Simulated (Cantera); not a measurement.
Thermodynamics of metals in furnace atmospheres, feed Pb + CO + H₂ + O₂

A closed system holds: 1 mol Pb, 2.4 mol CO, 160 mol H₂, 0.0013 mol O₂.

Method: chemical equilibrium by Gibbs-energy minimisation in Cantera with the NASA 1993 tables (ideal gas, pure condensed phases). Candidate condensed phases: C, C₆H₆, C₇H₈, C₈H₁₈, H₂O, Pb, PbO, PbO₂, Pb₃O₄; 113 gas species. Equilibrium is a limit: real reactors are often held back by kinetics, nucleation or transport.

Stable condensed phases:

```
T in K \ P in Pa
              10      48     230    1100    5500   26000  130000  620000 3000000
   1573        A       A       A       A       A       A       A       A       B
   1498        A       A       A       A       A       A       A       B       B
   1423        A       A       A       A       A       A       A       B       B
   1348        A       A       A       A       A       A       B       B       B
   1273        A       A       A       A       A       A       B       B       B
   1198        A       A       A       A       A       B       B       B       B
   1123        A       A       A       A       B       B       B       B       B
   1048        A       A       A       B       B       B       B       B       B
    973        A       A       B       B       B       B       B       B       B
    898        A       B       B       B       B       B       B       B       B
    823        B       B       B       B       B       B       B       B       B
```

A: gas only; B: Pb.
